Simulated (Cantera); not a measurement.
# Ignition delay

Mixture: CH₄ : O₂ : N₂ = 1 : 2 : 5.6 (molar parts), equivalence ratio 1.0, at 0.650 bar, adiabatic and at constant volume. Ignition delay is the time to a rise of 400 K.

Computed with Cantera and GRI-Mech 3.0 (53 species, 325 reactions).

```json
[
 {"T0 (K)": "1200", "delay (ms)": "48.6"},
 {"T0 (K)": "1250", "delay (ms)": "23.8"},
 {"T0 (K)": "1300", "delay (ms)": "12.1"},
 {"T0 (K)": "1350", "delay (ms)": "6.42"},
 {"T0 (K)": "1400", "delay (ms)": "3.55"},
 {"T0 (K)": "1450", "delay (ms)": "2.05"}
]
```

```yaml
apparent activation energy between 1350 and 1450 K: 190 kJ/mol
```
